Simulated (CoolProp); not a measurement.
Properties of cyclopentane along the isobar 2150 kPa (Tc = 511.7 K, pc = 4583 kPa, ω = 0.202).

Computed with CoolProp (reference Helmholtz-energy equation of state, Gedanitz 2015).

| T (K) | phase | density (kg/m³) | cp (kJ/(kg K)) | isothermal compressibility (1/MPa) | fugacity coefficient |
|---|---|---|---|---|---|
| 425 | liquid | 594.6 | 2.551 | 0.006347 | 0.4838 |
| 440.6 | liquid | 569.6 | 2.688 | 0.008868 | 0.6052 |
| 456.2 | liquid | 540.3 | 2.878 | 0.01376 | 0.7395 |
| 471.9 | gas | 52.65 | 2.436 | 0.7005 | 0.7883 |
| 487.5 | gas | 48.45 | 2.408 | 0.6427 | 0.8102 |
| 503.1 | gas | 45.20 | 2.415 | 0.6063 | 0.8292 |
| 518.7 | gas | 42.55 | 2.438 | 0.5811 | 0.8457 |
| 534.4 | gas | 40.30 | 2.472 | 0.5624 | 0.8603 |
| 550 | gas | 38.38 | 2.511 | 0.5481 | 0.8732 |
